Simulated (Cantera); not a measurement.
Input: 1 mol SiH₂Cl₂, 0.027 mol HCl, 9.3 mol H₂, at 0.0770 bar.

These are equilibrium values from Cantera (NASA tables, ideal gas, pure condensed phases), not measurements of a reactor. Candidate condensed phases: Si; 19 gas species. The tables' values for SiCl₃ are old estimates; treat these amounts as uncertain. The numbers say what is thermodynamically allowed, not how fast it happens. All values below are at 677 °C.

Base state: H₂ 0.941, SiCl₄ 0.0335, SiHCl₃ 0.0133, HCl 0.0108, SiH₂Cl₂ 0.000539, SiCl₃ 0.000437, SiCl₂ 0.000191 (mole fractions); condensed: Si(s).

**Question.** What changes in the equilibrium state with this change: pressure from 0.0770 bar to 0.00190 bar?

**Answer.** 
```csv
species,before,after
H₂,0.941,0.931
SiCl₄,0.0335,0.0342
HCl,0.0108,0.0273
SiHCl₃,0.0133,0.00534
SiCl₂,0.000191,0.00123
SiH₂Cl₂,0.000539,8.46e-5
SiCl₃,0.000437,0.00112
"Si(s), mol",0.481,0.543
```
